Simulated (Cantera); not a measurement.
A Cantera script and its output.

```python
import numpy as np
import cantera as ct

gas = ct.Solution("gri30.yaml")


def delay(T, t_max=10):
    gas.TPX = T, 54000, {'CH4': 2.3, 'CO': 0.22, 'O2': 2.6, 'N2': 9.79}
    reactor = ct.IdealGasConstPressureReactor(gas, clone=False)
    net = ct.ReactorNet([reactor])
    net.rtol, net.atol = 1e-8, 1e-16
    while net.time < t_max:
        t_old, T_old = net.time, reactor.T
        net.step()
        if reactor.T > T + 400:  # ignition: a rise of 400 K
            return t_old + (T + 400 - T_old) / (reactor.T - T_old) * (net.time - t_old)
    return np.nan


taus = []
for T in [1150, 1250, 1350, 1450, 1550, 1650, 1750, 1850, 1950]:
    taus.append(delay(T))
    print(f"T0 = {T:6g} K   tau = {taus[-1]:.4e} s")
```

Output:

```
T0 =   1150 K   tau = 2.5706e-01 s
T0 =   1250 K   tau = 5.6316e-02 s
T0 =   1350 K   tau = 1.4345e-02 s
T0 =   1450 K   tau = 4.2349e-03 s
T0 =   1550 K   tau = 1.4764e-03 s
T0 =   1650 K   tau = 6.1019e-04 s
T0 =   1750 K   tau = 2.9167e-04 s
T0 =   1850 K   tau = 1.5597e-04 s
T0 =   1950 K   tau = 9.0848e-05 s
```

Detailed kinetics in Cantera: GRI-Mech 3.0 (53 species, 325 reactions).
